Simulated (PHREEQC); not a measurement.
Synthetic water in mg/L, 85 °C, pH 3.29, pe 12.8: Na 240; K 99.4; Ca 106; Mg 6.89; Cl 250; S(6) as SO4 640; Al 8.4; Cu(2) 0.418; N(5) as NO3 16.4.

Valence states are taken as typed.

Model: ion-association model, phreeqc.dat, run in PHREEQC.

| quantity | before | after |
|---|---|---|
| ionic strength (mol/kgw) | 0.0248 | 0.0265 |
| SO4-2 (mol/kgw) | 0.00467 | 0.00544 |
| K+ (mol/kgw) | 0.00245 | 0.00250 |
| HSO4- (mol/kgw) | 0.000673 | 0.000141 |
| CaSO4 (mol/kgw) | 0.000643 | 0.000568 |
| NaSO4- (mol/kgw) | 0.000169 | 0.000145 |
| SI of Gibbsite (Al(OH)3) | -0.33 | -3.46 |
| SI of Gypsum (CaSO4:2H2O) | -0.84 | -0.87 |

**Question.** Name the change that produced these shifts.
(A) Cu(2) from 0.418 to 0.836 mg/L
(B) K from 99.4 to 199 mg/L
(C) temperature from 85 to 15 °C at the same typed pH

**Answer.** C, temperature from 85 to 15 °C at the same typed pH

No solid was allowed to form. Constants without temperature data keep their 25 °C values here.
